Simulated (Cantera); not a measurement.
An isothermal, constant-pressure homogeneous reactor starts with CH4 : N2 = 1 : 5.2 (molar parts), at 1575 K and 1.00 atm.

Model: GRI-Mech 3.0 (53 species, 325 reactions), integrated in Cantera. GRI-Mech 3.0 stops at C3 and has no aromatics, soot or wall deposition, so with more carbon than oxygen in the feed, carbon stays in small species such as C2H2 where larger ones or solid carbon would form.

Question: Predict: x(CH4) at 1.00 s; x(CH3) at 1.00 s; x(C2H) at 1.00 s; x(C2H4) at 1.00 s; x(CH2) at 1.00 s; x(H) at 1.00 s; x(C2H2) at 1.00 s.

Answer: x(CH4) at 1.00 s: 0.0186 (gas-phase equilibrium 0.00604)
x(CH3) at 1.00 s: 3.35e-5 (gas-phase equilibrium 1.14e-5)
x(C2H) at 1.00 s: 1.56e-8 (gas-phase equilibrium 7.86e-9)
x(C2H4) at 1.00 s: 0.00157 (gas-phase equilibrium 0.000808)
x(CH2) at 1.00 s: 2.67e-9 (gas-phase equilibrium 9.61e-10)
x(H) at 1.00 s: 1.62e-5 (gas-phase equilibrium 1.86e-5)
x(C2H2) at 1.00 s: 0.0600 (gas-phase equilibrium 0.0289)
